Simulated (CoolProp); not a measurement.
Vapour-liquid equilibrium of R141b (1) + n-pentane (2) at 0.24 MPa; x and y are mole fractions of (1).

Values from CoolProp's multi-fluid Helmholtz-energy mixture model, Lemmon 2006 and Thol 2019; pair parameters Bell 2016.

| x | bubble temperature, mixture model (°C) | bubble temperature, Raoult's law (°C) | y, mixture model | y, Raoult's law |
|---|---|---|---|---|
| 0.05 | 62.8 | 63.7 | 0.077 | 0.057 |
| 0.15 | 61.0 | 63.2 | 0.205 | 0.168 |
| 0.25 | 59.7 | 62.7 | 0.309 | 0.277 |
| 0.35 | 58.9 | 62.2 | 0.400 | 0.382 |
| 0.45 | 58.3 | 61.7 | 0.485 | 0.484 |
| 0.55 | 58.0 | 61.2 | 0.567 | 0.584 |
| 0.65 | 57.9 | 60.7 | 0.651 | 0.681 |
| 0.75 | 58.0 | 60.2 | 0.740 | 0.775 |
| 0.85 | 58.3 | 59.8 | 0.836 | 0.867 |
| 0.95 | 58.8 | 59.3 | 0.942 | 0.956 |

The largest gap from Raoult's law is -3.4 K in bubble temperature, at x = 0.45. y crosses x between x = 0.65 and 0.75: the model has an azeotrope there.

Pair parameters are fitted to limited data, so mixtures are less certain than the pure fluids.
